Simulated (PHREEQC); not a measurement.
Solution A (0.37 mol CsOH, 0.0031 mol H3BO3 and 0.00099 mol K3PO4 per kg of water) is mixed with solution B (0.011 mol CuCl2, 0.0035 mol HCl and 0.051 mol NaCl per kg of water) at 68 °C; shares are by mass of water, 1 kg in all. Oxygen is held at 0.21 atm. CO2 from the air is kept out. The run lets Tenorite, Atacamite, Cu3(PO4)2:3H2O, Halite precipitate or redissolve, and no other solid.

Model: ion-association model, wateq4f.dat, run in PHREEQC.

| share of solution B | pH | Tenorite (mol) | Atacamite (mol) | Cl in solution (mol/kgw) | H2BO3- (mol/kgw) | PO4-3 (mol/kgw) | Cu+2 (mol/kgw) |
|---|---|---|---|---|---|---|---|
| 0 | 12.23 | 0 | 0 | 0 | 0.00310 | 0.000908 | 0 |
| 0.05 | 12.21 | 0.000550 | 0 | 0.00382 | 0.00294 | … | 0 |
| 0.1 | 12.18 | 0.00110 | 0 | 0.00765 | 0.00279 | 0.000807 | 0 |
| 0.15 | 12.16 | 0.00165 | 0 | 0.0115 | 0.00263 | 0.000756 | 0 |
| 0.2 | 12.13 | 0.00220 | 0 | 0.0153 | 0.00248 | 0.000705 | 0 |
| 0.25 | 12.10 | 0.00275 | 0 | 0.0191 | 0.00232 | 0.000654 | 0 |
| 0.3 | 12.07 | 0.00330 | 0 | 0.0229 | 0.00217 | 0.000603 | 0 |
| 0.35 | 12.04 | 0.00385 | 0 | … | 0.00201 | 0.000552 | 0 |
| 0.4 | 12.01 | 0.00440 | 0 | 0.0306 | 0.00186 | 0.000501 | 0 |
| 0.45 | 11.97 | 0.00495 | 0 | 0.0344 | 0.00170 | 0.000450 | 0 |
| 0.5 | 11.92 | 0.00550 | 0 | … | 0.00155 | 0.000399 | 0 |
| 0.55 | 11.87 | 0.00605 | 0 | 0.0421 | 0.00139 | 0.000348 | 0 |
| 0.6 | 11.82 | 0.00660 | 0 | 0.0459 | 0.00124 | 0.000298 | 0 |
| 0.65 | 11.75 | 0.00715 | 0 | 0.0497 | 0.00108 | 0.000247 | 0 |
| 0.7 | 11.67 | 0.00770 | 0 | 0.0535 | 0.000929 | 0.000197 | 0 |
| 0.75 | 11.58 | 0.00825 | 0 | 0.0574 | 0.000774 | 0.000148 | 0 |
| 0.8 | 11.45 | … | 0 | 0.0612 | 0.000619 | 0.000101 | 0 |
| 0.85 | 11.25 | … | 0 | 0.0650 | 0.000463 | 5.68e-5 | 0 |
| 0.9 | 10.88 | 0.00990 | 0 | … | 0.000307 | 1.92e-5 | 0 |
| 0.95 | 5.06 | 0 | 0.00509 | 0.0676 | 2.69e-8 | 2.96e-13 | 0.000175 |
| 1 | 2.54 | 0 | 0 | 0.0765 | 0 | 0 | 0.00732 |

### Question
Fill in the missing entries.

### Answer

- 0.05, PO4-3 (mol/kgw): 0.000857
- 0.35, Cl in solution (mol/kgw): 0.0268
- 0.5, Cl in solution (mol/kgw): 0.0382
- 0.8, Tenorite (mol): 0.00880
- 0.85, Tenorite (mol): 0.00935
- 0.9, Cl in solution (mol/kgw): 0.0688

H3PO4, which wateq4f.dat lacks, is added to it with the constant of phreeqc.dat. Constants without temperature data keep their 25 °C values here. The database has no phosphate complexes of Cu. The database's constant for dissolved Cu(OH)2 is higher than later reviews accept.
